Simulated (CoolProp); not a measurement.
Vapour-liquid equilibrium of methane (1) + ethane (2) at -124.75 °C; x and y are mole fractions of (1).

Model: multi-fluid Helmholtz-energy mixture model, Setzmann 1991 and Bücker 2006; pair parameters Kunz 2012, in CoolProp.

Q: Give the bubble pressure and the first vapour's composition at x = 0.05, 0.35, 0.5. Is there an azeotrope?

A: x = 0.05: 68.19 kPa, y = 0.880; x = 0.35: 381.4 kPa, y = 0.982; x = 0.5: 515.1 kPa, y = 0.988. No azeotrope shows between x = 0.05 and 0.95.

The pair parameters rest on a limited set of measurements; away from them the model extrapolates. The gap from Raoult's law changes sign with composition, which may be real or a fault of the pair parameters; it wasn't checked against measurements.
